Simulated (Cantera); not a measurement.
Equilibrium for nitride etching: Si3N4 + H2 + HCl

Charge: 1 mol Si3N4, 120 mol H2, a varied amount of HCl, held at 1198 K and 45.0 mbar.

Method: chemical equilibrium by Gibbs-energy minimisation in Cantera with the NASA 1993 tables (ideal gas, pure condensed phases). Candidate condensed phases: NH4Cl, Si, Si3N4; 28 gas species. The tables' values for SiCl3 are old estimates; treat these amounts as uncertain. The numbers say what is thermodynamically allowed, not how fast it happens.

```
n(HCl) (mol)   x H2   x HCl   x SiCl4      x N2  n Si3N4(s)
------------  -----  ------  --------  --------  ----------
7.9           0.939  0.0603  0.000184  0.000308       0.980
11            0.917  0.0812  0.000428  0.000555       0.964
16            0.885   0.112   0.00105   0.00110       0.925
23            0.845   0.149   0.00233   0.00215       0.847
32            0.801   0.189   0.00455   0.00385       0.708
46            0.745   0.238   0.00883   0.00701       0.420
65            0.683   0.290    0.0143    0.0109           0
93            0.593   0.383    0.0130   0.00943           0
```
x: gas mole fraction; n: condensed amount in mol.

From 7.9 mol HCl to 46 mol HCl the condensed part is Si3N4(s). From 65 mol HCl to 93 mol HCl nothing is condensed. The main Si-bearing gas is SiCl4 throughout.
